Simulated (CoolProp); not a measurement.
Values from CoolProp's reference Helmholtz-energy equation of state, Lemmon 2006. It is a short technical equation, of lower accuracy than the large ones.

### Question
For C3F8 (R218), give the phase and the density (kg/m³), speed of sound (m/s) at 117.65 °C and 2.09 MPa; 117.65 °C and 4.5 MPa.

### Answer
- 117.65 °C and 2.09 MPa: gas; density 149, speed of sound 112
- 117.65 °C and 4.5 MPa: supercritical; density 472, speed of sound 92.4
